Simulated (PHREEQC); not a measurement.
1 kg of water holding 0.022 mol NaCl, 0.03 mol MgSO4 and 0.18 mol K2SO4 is evaporated at 25 °C; the solids stay in contact with the brine. The system is closed to CO2. Only these solids could form: Arcanite, Bischofite, Bloedite, Brucite, Carnallite, Epsomite, Glaserite, Halite, Hexahydrite, Kainite, Kieserite, Leonite, Mirabilite, Misenite, Schoenite, Sylvite, Thenardite, MgCl2_4H2O.

The numbers come from PHREEQC with the Pitzer model, pitzer.dat.

```tsv
water left (kg)	ionic strength	water activity	Arcanite (mol)	Schoenite (mol)	Glaserite (mol)	Sylvite (mol)
1	0.682	0.992	0	0	0	0
0.5552	1.23	0.986	0	0	0	0
0.3082	2.21	0.976	0	0	0	0
0.1711	?	?	?	0	0	0
0.09502	3.59	0.963	0.114	0	0	0
0.05275	4.87	0.951	?	0	0	0
0.0293	7.11	0.925	0.158	0	0	0
0.01504	8.04	0.895	0.146	0.0114	0.00704	0
0.006685	7.64	0.846	0.130	0.0217	0.0151	0
0.002129	8.88	0.761	0.116	0.0267	0.0196	0.00999
```

Question: Some entries are withheld; supply them.

Answer: 
- 0.1711, ionic strength: 2.85
- 0.1711, water activity: 0.970
- 0.1711, Arcanite (mol): 0.0647
- 0.05275, Arcanite (mol): 0.142
